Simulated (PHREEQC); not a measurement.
Make-up at 25 °C: 0.0011 mol/kgw CaSO4, 0.0002 mol/kgw Na2SO4 and 0.0005 mol/kgw H4SiO4. It is in equilibrium with CO2 at log p = -1 (atm). Otherwise closed; pH follows from the charge balance.

The numbers come from PHREEQC with the ion-association model, wateq4f.dat.

Task: The ionic strength comes out as 0.00452 mol/kgw. What activity coefficients do Na+, HCO3-, H+, NaSO4-, SO4-2 get?

Result: Na+ 0.93, HCO3- 0.93, H+ 0.94, NaSO4- 0.93, SO4-2 0.75.

Precipitation was switched off in this run. Examples of supersaturated solids here: Quartz (slow to form), Chalcedony (slow to form). Others may be too.
